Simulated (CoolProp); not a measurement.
Vapour-liquid equilibrium of CHF3 (R23) (1) + C2F6 (R116) (2) at 186.5 K; x and y are mole fractions of (1).

Values from CoolProp's multi-fluid Helmholtz-energy mixture model, Penoncello 2003 and Lemmon 2006; pair parameters Bell 2016.

| x | bubble pressure, mixture model (MPa) | bubble pressure, Raoult's law (MPa) | y, mixture model | y, Raoult's law |
|---|---|---|---|---|
| 0.05 | 0.07674 | 0.06314 | 0.218 | 0.061 |
| 0.15 | 0.09382 | 0.06459 | 0.404 | 0.179 |
| 0.25 | 0.1019 | 0.06604 | 0.483 | 0.291 |
| 0.35 | 0.1055 | 0.06749 | 0.523 | 0.399 |
| 0.45 | 0.1070 | 0.06894 | 0.547 | 0.502 |
| 0.55 | 0.1075 | 0.07039 | 0.565 | 0.601 |
| 0.65 | 0.1072 | 0.07184 | 0.586 | 0.696 |
| 0.75 | 0.1057 | 0.07330 | 0.618 | 0.787 |
| 0.85 | 0.1009 | 0.07475 | 0.682 | 0.875 |
| 0.95 | 0.08862 | 0.07620 | 0.833 | 0.959 |

The largest gap from Raoult's law is +56.3 % in bubble pressure, at x = 0.35. y crosses x between x = 0.55 and 0.65: the model has an azeotrope there.

The pair parameters rest on a limited set of measurements; away from them the model extrapolates. With so large a gap from Raoult's law the liquid may split in two, which this calculation doesn't test in full.
